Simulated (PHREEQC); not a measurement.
H2SO4 is added in steps, without added water, to 1 kg of water holding 1.3 mol/kgw KCl and 0.0014 mol/kgw Na2B4O7, at 20 °C. CO2 from the air is kept out. Precipitation was switched off in this run.

Base run: PHREEQC, Pitzer model, pitzer.dat. Each further column changes one thing. The table gives B(OH)4- (mol/kgw).

```
H2SO4 added (mol)      base  diluted 2-fold with water  Na2B4O7 from 0.0014 to 0.0028 mol/kgw  temperature from 20 to 35 °C  solids may form
-----------------  --------  -------------------------  -------------------------------------  ----------------------------  ---------------
0                   0.00279                    0.00139                                    ___                       0.00277          0.00279
0.000975           0.000847                        ___                                0.00363                      0.000844         0.000847
0.00195             6.22e-9                    1.40e-9                                0.00169                           ___          6.22e-9
0.002437            3.31e-9                    1.02e-9                               0.000720                       3.55e-9          3.31e-9
0.003413            1.72e-9                   6.59e-10                                1.13e-8                           ___          1.72e-9
0.004387            1.17e-9                   4.90e-10                                4.40e-9                       1.26e-9          1.17e-9
0.005363           8.89e-10                   3.92e-10                                2.75e-9                      9.62e-10         8.89e-10
0.00585            7.95e-10                   3.56e-10                                2.32e-9                      8.61e-10         7.95e-10
0.006825           6.57e-10                   3.02e-10                                1.77e-9                      7.13e-10         6.57e-10
0.0078             5.61e-10                   2.63e-10                                1.44e-9                      6.10e-10         5.61e-10
```

Question: Some entries are withheld; supply them.

Answer: 
- 0, Na2B4O7 from 0.0014 to 0.0028 mol/kgw: 0.00558
- 0.000975, diluted 2-fold with water: 6.31e-9
- 0.00195, temperature from 20 to 35 °C: 6.65e-9
- 0.003413, temperature from 20 to 35 °C: 1.85e-9

In brines, pH and single-ion activities rest on the MacInnes convention.  Solids allowed in the column 'solids may form': Arcanite, Glaserite, Halite, Mirabilite, Misenite, Sylvite, Thenardite, Borax, Boric_acid,s, KB5O8:4H2O, K2B4O7:4H2O, NaBO2:4H2O, NaB5O8:5H2O, Teepleite.
